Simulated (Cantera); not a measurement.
Feed: 1 mol Si₃N₄, 1.3 mol H₂, equilibrated at 0.580 bar.

These are equilibrium values from Cantera (NASA tables, ideal gas, pure condensed phases), not measurements of a reactor. Candidate condensed phases: Si, Si₃N₄; 18 gas species. Mutual solubility and eutectic melting of coexisting phases are not modelled. Equilibrium is a limit: real reactors are often held back by kinetics, nucleation or transport.

Q: At 1600 K, list the 3 most abundant gas species with their mole fractions, and the condensed phases.

A: H₂ 0.999, N₂ 0.000516, H 7.14e-5. Condensed: Si(s) + Si₃N₄(s).
